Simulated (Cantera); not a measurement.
Input: 1 mol SiHCl₃, 0.0059 mol C₂H₂, 69 mol H₂, equilibrated at 52.0 mbar.

Method: chemical equilibrium by Gibbs-energy minimisation in Cantera with the NASA 1993 tables (ideal gas, pure condensed phases). Candidate condensed phases: C, C₆H₆, C₇H₈, C₈H₁₈, Si, SiC; 109 gas species. Mutual solubility and eutectic melting of coexisting phases are not modelled. The tables' values for SiCl, SiCl₃ are old estimates; treat these amounts as uncertain. Gases not in the tables: Si₂H₆ and higher silanes. Kinetics and transport are ignored.

x: gas mole fraction; n: condensed amount in mol.

| T (K) | x H₂ | x H | x HCl | x Si | x SiCl₂ | n Si(l) | n SiC(s) |
|---|---|---|---|---|---|---|---|
| 1723 | 0.961 | 0.000784 | 0.0339 | 1.89e-5 | ___ | 0.689 | 0.0117 |
| 1823 | 0.960 | 0.00186 | 0.0346 | 8.50e-5 | ___ | 0.708 | 0.0116 |
| 1923 | 0.957 | 0.00404 | 0.0351 | 0.000326 | ___ | 0.705 | 0.0112 |
| 2023 | 0.952 | 0.00812 | 0.0354 | 0.00109 | ___ | 0.650 | 0.00889 |
| 2123 | 0.942 | 0.0153 | 0.0353 | 0.00327 | ___ | 0.464 | 0 |
| 2223 | 0.924 | 0.0270 | 0.0348 | 0.00871 | ___ | 0 | 0 |
| 2323 | 0.904 | 0.0454 | 0.0364 | 0.0102 | ___ | 0 | 0 |

Task: Some entries are withheld; supply them.

Result: 
- 1723, x SiCl₂: 0.00413
- 1823, x SiCl₂: 0.00373
- 1923, x SiCl₂: 0.00339
- 2023, x SiCl₂: 0.00307
- 2123, x SiCl₂: 0.00277
- 2223, x SiCl₂: 0.00244
- 2323, x SiCl₂: 0.00118
